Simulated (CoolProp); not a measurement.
Saturation properties of hexamethyldisiloxane (MM).

The numbers come from the reference Helmholtz-energy equation of state, Thol 2016 in CoolProp.

```json
[
 {"T (K)": "399.2", "p (bar)": "2.010", "vapour density (kg/m³)": "10.96", "enthalpy of vaporisation (kJ/kg)": "178.5", "liquid cp (kJ/(kg K))": "2.199"},
 {"T (K)": "404.7", "p (bar)": "?", "vapour density (kg/m³)": "12.51", "enthalpy of vaporisation (kJ/kg)": "175.3", "liquid cp (kJ/(kg K))": "2.218"},
 {"T (K)": "410.3", "p (bar)": "?", "vapour density (kg/m³)": "14.27", "enthalpy of vaporisation (kJ/kg)": "171.8", "liquid cp (kJ/(kg K))": "2.237"},
 {"T (K)": "415.8", "p (bar)": "2.978", "vapour density (kg/m³)": "16.19", "enthalpy of vaporisation (kJ/kg)": "168.3", "liquid cp (kJ/(kg K))": "2.258"},
 {"T (K)": "421.4", "p (bar)": "?", "vapour density (kg/m³)": "?", "enthalpy of vaporisation (kJ/kg)": "?", "liquid cp (kJ/(kg K))": "2.279"},
 {"T (K)": "426.9", "p (bar)": "3.799", "vapour density (kg/m³)": "20.73", "enthalpy of vaporisation (kJ/kg)": "161.0", "liquid cp (kJ/(kg K))": "2.301"},
 {"T (K)": "432.5", "p (bar)": "4.274", "vapour density (kg/m³)": "23.42", "enthalpy of vaporisation (kJ/kg)": "157.1", "liquid cp (kJ/(kg K))": "2.324"},
 {"T (K)": "438", "p (bar)": "4.782", "vapour density (kg/m³)": "26.35", "enthalpy of vaporisation (kJ/kg)": "153.0", "liquid cp (kJ/(kg K))": "?"},
 {"T (K)": "443.6", "p (bar)": "5.345", "vapour density (kg/m³)": "29.67", "enthalpy of vaporisation (kJ/kg)": "148.8", "liquid cp (kJ/(kg K))": "2.374"},
 {"T (K)": "449.1", "p (bar)": "5.946", "vapour density (kg/m³)": "33.31", "enthalpy of vaporisation (kJ/kg)": "144.4", "liquid cp (kJ/(kg K))": "2.402"},
 {"T (K)": "454.7", "p (bar)": "6.610", "vapour density (kg/m³)": "37.44", "enthalpy of vaporisation (kJ/kg)": "139.8", "liquid cp (kJ/(kg K))": "2.432"},
 {"T (K)": "460.2", "p (bar)": "7.315", "vapour density (kg/m³)": "42.00", "enthalpy of vaporisation (kJ/kg)": "134.9", "liquid cp (kJ/(kg K))": "?"}
]
```

Task: Some entries are withheld; supply them.

Result: 
- 404.7, p (bar): 2.299
- 410.3, p (bar): 2.625
- 421.4, p (bar): 3.374
- 421.4, vapour density (kg/m³): 18.36
- 421.4, enthalpy of vaporisation (kJ/kg): 164.7
- 438, liquid cp (kJ/(kg K)): 2.348
- 460.2, liquid cp (kJ/(kg K)): 2.465

It boils at 373.7 K under 1 atm.
